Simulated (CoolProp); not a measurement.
Computed with CoolProp (reference Helmholtz-energy equation of state, Span 2000).

Question: For nitrogen, give the phase and the cp (kJ/(kg K)), conductivity (mW/(m K)) at 118.3 K and 1.01 bar; 304.1 K and 1.01 bar.

Answer: 
- 118.3 K and 1.01 bar: gas; cp 1.06, conductivity 11.1
- 304.1 K and 1.01 bar: gas; cp 1.04, conductivity 26.3

Thermal conductivity comes from a separate model (Lemmon 2004).
